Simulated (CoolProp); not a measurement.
Saturation properties of R124.

The numbers come from the reference Helmholtz-energy equation of state, de Vries 1995 in CoolProp.

```
T (°C)  p (bar)  liquid density (kg/m³)  enthalpy of vaporisation (kJ/kg)  liquid cp (kJ/(kg K))  surface tension (mN/m)  liquid viscosity (µPa s)
------  -------  ----------------------  --------------------------------  ---------------------  ----------------------  ------------------------
15.55     2.827                    1387                             151.9                  1.113                    10.8                       279
24.15     3.727                    1358                             147.1                  1.133                    9.76                       251
32.65     4.815                    1329                             142.0                  1.154                    8.76                       226
41.25     6.143                    1297                             136.5                  1.178                    7.76                       204
49.85     7.728                    1264                             130.7                  1.206                    6.78                       184
58.45     9.599                    1228                             124.3                  1.240                    5.83                       166
67.05     11.79                    1191                             117.4                  1.281                    4.90                       149
75.65     14.33                    1149                             109.8                  1.334                    4.00                       134
84.15     17.23                    1104                             101.3                  1.406                    3.15                       120
92.75     20.59                    1053                             91.45                  1.515                    2.32                       107
```

It boils at -12.0 °C under 1 atm.

Viscosity comes from a separate model (Bell 2016), an estimate that may be off by 10 % or more. Surface tension comes from a separate correlation (Mulero 2012).
